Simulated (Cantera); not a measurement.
# Thermodynamics of abatement and gas-phase synthesis, feed HF + H₂ + SO₂

Feed: 1 mol HF, 0.21 mol H₂, 0.58 mol SO₂, equilibrated at 3075 K.

These are equilibrium values from Cantera (NASA tables, ideal gas, pure condensed phases), not measurements of a reactor. Candidate condensed phases: H₂O, H₂SO₄, S; 43 gas species. The ideal-gas law is rough above about 30 bar. The numbers say what is thermodynamically allowed, not how fast it happens.

```csv
P (Pa),log p HF,log p H,log p O,log p SO₂,log p F,log p S,log p SO,log p H₂O,log p O₂,log p OH,log p H₂
10,-5.59,-4.49,-4.55,-9.43,-4.66,-4.85,-6.79,-10.04,-7.42,-7.41,-7.57
84,-3.99,-3.66,-3.61,-6.61,-3.89,-3.92,-4.92,-7.43,-5.54,-5.64,-5.90
710,-2.70,-2.90,-2.76,-4.12,-3.36,-3.11,-3.27,-5.07,-3.85,-4.04,-4.39
6000,-1.60,-2.20,-2.17,-2.37,-2.96,-2.55,-2.11,-3.08,-2.66,-2.74,-2.99
50000,-0.60,-1.66,-1.78,-1.11,-2.50,-2.06,-1.24,-1.63,-1.90,-1.82,-1.92
420000,0.36,-1.22,-1.54,-0.05,-1.98,-1.50,-0.43,-0.50,-1.40,-1.13,-1.04
3600000,1.30,-0.80,-1.36,0.93,-1.45,-0.86,0.38,0.52,-1.05,-0.54,-0.20
30000000,2.23,-0.41,-1.18,1.88,-0.92,-0.28,1.14,1.48,-0.68,0.03,0.58
```
log p: log10 of the partial pressure in bar; nothing condenses.

From 0.0750 Torr to 225000 Torr nothing is condensed.
